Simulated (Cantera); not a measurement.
Adiabatic ignition

An adiabatic, constant-volume homogeneous reactor starts with 23.4 % H2, 12.2 % O2, 64.5 % N2, at 1725 K and 800000 Pa.

Model: GRI-Mech 3.0 (53 species, 325 reactions), integrated in Cantera. The hydrogen kinetics of GRI-Mech 3.0 are dated; newer H2 mechanisms differ, most at raised pressure. Above 3000 K some thermodynamic fits are extrapolated.

| t (s) | T (K) | P (bar) | x H2 | x O2 | x HO2 | x H | x H2O2 | x NO | x NO2 |
|---|---|---|---|---|---|---|---|---|---|
| 7.00e-6 | 3134 | 13.3 | 0.0328 | 0.0143 | 1.94e-5 | 0.0118 | 1.86e-6 | 0.00161 | 8.08e-7 |
| 2.06e-5 | 3129 | 13.3 | 0.0333 | 0.0131 | 1.80e-5 | 0.0117 | 1.77e-6 | 0.00514 | 2.48e-6 |
| 6.08e-5 | 3119 | 13.2 | 0.0343 | 0.0116 | 1.61e-5 | 0.0115 | 1.64e-6 | 0.0102 | 4.65e-6 |
| 0.000179 | 3116 | 13.2 | 0.0347 | 0.0111 | 1.55e-5 | 0.0115 | 1.59e-6 | 0.0119 | 5.31e-6 |
| 0.000528 | 3115 | 13.2 | 0.0347 | 0.0111 | 1.55e-5 | 0.0115 | 1.59e-6 | 0.0119 | 5.31e-6 |
| 0.00156 | 3115 | 13.2 | 0.0347 | 0.0111 | 1.55e-5 | 0.0115 | 1.59e-6 | 0.0119 | 5.31e-6 |
| 0.00458 | 3115 | 13.2 | 0.0347 | 0.0111 | 1.55e-5 | 0.0115 | 1.59e-6 | 0.0119 | 5.31e-6 |
| 0.0135 | 3115 | 13.2 | 0.0347 | 0.0111 | 1.55e-5 | 0.0115 | 1.59e-6 | 0.0119 | 5.31e-6 |
| 0.0398 | 3115 | 13.2 | 0.0347 | 0.0111 | 1.55e-5 | 0.0115 | 1.59e-6 | 0.0119 | 5.31e-6 |
| 0.117 | 3115 | 13.2 | 0.0347 | 0.0111 | 1.55e-5 | 0.0115 | 1.59e-6 | 0.0119 | 5.31e-6 |
| 0.346 | 3115 | 13.2 | 0.0347 | 0.0111 | 1.55e-5 | 0.0115 | 1.59e-6 | 0.0119 | 5.31e-6 |
| 1.02 | 3115 | 13.2 | 0.0347 | 0.0111 | 1.55e-5 | 0.0115 | 1.59e-6 | 0.0119 | 5.31e-6 |
| 3.00 | 3115 | 13.2 | 0.0347 | 0.0111 | 1.55e-5 | 0.0115 | 1.59e-6 | 0.0119 | 5.31e-6 |
x: mole fraction; the columns are a selection and need not sum to one.

* **time of steepest temperature rise**: 1.10 µs
* **temperature at 3.00 s**: 3115 K
* **equilibrium temperature**: 3115 K
* **x(H2) at 3.00 s**: 0.0347 (gas-phase equilibrium 0.0347)
* **x(O2) at 3.00 s**: 0.0111 (gas-phase equilibrium 0.0111)
* **x(HO2) at 3.00 s**: 1.55e-5 (gas-phase equilibrium 1.55e-5)
